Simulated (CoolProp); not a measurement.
Saturation properties of ethanol (Tc = 241.6 °C, pc = 6.268 MPa, ω = 0.644).

Model: reference Helmholtz-energy equation of state, Schroeder 2014, in CoolProp.

```
T (°C)  p (MPa)  liquid cp (kJ/(kg K))  liquid viscosity (µPa s)  liquid conductivity (mW/(m K))
------  -------  ---------------------  ------------------------  ------------------------------
128.65   0.5517                  3.541                       223                             146
131.85   0.6043                  3.584                       ___                             146
134.95   0.6591                  3.626                       206                             145
138.15      ___                  3.670                       198                             145
141.25   0.7823                  3.713                       190                             144
144.45   0.8515                  3.757                       182                             144
147.55   0.9229                  3.799                       176                             143
150.75    1.001                  3.843                       169                             143
153.85    1.082                    ___                       162                             142
157.05    1.171                  3.928                       156                             142
160.15    1.262                  3.970                       150                             141
163.35    1.362                    ___                       144                             140
166.45    1.464                  4.055                       139                             140
```

Question: Complete the blanks.

Answer: 
- 131.85, liquid viscosity (µPa s): 214
- 138.15, p (MPa): 0.7196
- 153.85, liquid cp (kJ/(kg K)): 3.885
- 163.35, liquid cp (kJ/(kg K)): 4.013

It boils at 78.4 °C under 1 atm.

Viscosity comes from a separate model (Kiselev 2005). Thermal conductivity comes from a separate model (Assael 2013).
